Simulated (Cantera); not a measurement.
# Adiabatic ignition

An adiabatic, constant-volume homogeneous reactor starts with CH₄ : O₂ : N₂ = 1 : 1.54 : 5.78 (molar parts), at 1675 K and 10.0 bar.

Cantera simulation using GRI-Mech 3.0 (53 species, 325 reactions); the numbers are that mechanism's predictions, not measurements. Above 3000 K some thermodynamic fits are extrapolated.

```csv
t (s),T (K),P (bar),x CH₄,x O₂,x HO₂,x C₂H₆,x C₂H₄
4.00e-6,1675,10.00,0.120,0.185,1.44e-5,4.06e-6,6.62e-7
1.44e-5,1679,10.0,0.118,0.184,3.44e-5,0.000251,5.49e-5
5.17e-5,3219,20.8,6.33e-12,0.00483,9.79e-6,<1e-12,<1e-12
0.000186,3205,20.8,7.05e-12,0.00421,8.62e-6,<1e-12,<1e-12
0.000667,3205,20.8,7.05e-12,0.00421,8.62e-6,<1e-12,<1e-12
0.00240,3205,20.8,7.05e-12,0.00421,8.62e-6,<1e-12,<1e-12
0.00862,3205,20.8,7.05e-12,0.00421,8.62e-6,<1e-12,<1e-12
0.0310,3205,20.8,7.05e-12,0.00421,8.62e-6,<1e-12,<1e-12
0.111,3205,20.8,7.05e-12,0.00421,8.62e-6,<1e-12,<1e-12
0.400,3205,20.8,7.05e-12,0.00421,8.62e-6,<1e-12,<1e-12
```
x: mole fraction; the columns are a selection and need not sum to one.

```json
{
 "time_of_steepest_temperature_rise": "40.9 µs",
 "temperature at 0.400 s": "3205 K",
 "equilibrium_temperature": "3205 K",
 "x(CH₄) at 0.400 s": "7.05e-12 (gas-phase equilibrium 8.39e-12)",
 "x(O₂) at 0.400 s": "0.00421 (gas-phase equilibrium 0.00421)",
 "x(HO₂) at 0.400 s": "8.62e-6 (gas-phase equilibrium 8.62e-6)"
}
```
